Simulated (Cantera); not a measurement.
An isothermal, constant-pressure homogeneous reactor starts with NO : N2 = 1 : 2.4 (molar parts), at 1748 K and 19000 Pa. Integrator tolerance rtol = 1e-08.

Cantera simulation using GRI-Mech 3.0 (53 species, 325 reactions); the numbers are that mechanism's predictions, not measurements.

Problem. What does this change do: N2 2.4 to 9.5 parts?

Solution. 
```tsv
quantity	before	after
x(NO) at 70.0 s	0.103 (gas-phase equilibrium 0.00301)	0.0606 (gas-phase equilibrium 0.00180)
x(O2) at 70.0 s	0.0953 (gas-phase equilibrium 0.146)	0.0173 (gas-phase equilibrium 0.0467)
x(N2O) at 70.0 s	3.92e-6 (gas-phase equilibrium 7.90e-8)	1.43e-6 (gas-phase equilibrium 5.00e-8)
x(O) at 70.0 s	5.28e-5 (gas-phase equilibrium 6.46e-5)	2.28e-5 (gas-phase equilibrium 3.66e-5)
x(N2) at 70.0 s	0.801 (gas-phase equilibrium 0.851)	0.922 (gas-phase equilibrium 0.951)
x(NO2) at 70.0 s	8.50e-5 (gas-phase equilibrium 3.06e-6)	2.15e-5 (gas-phase equilibrium 1.04e-6)
```
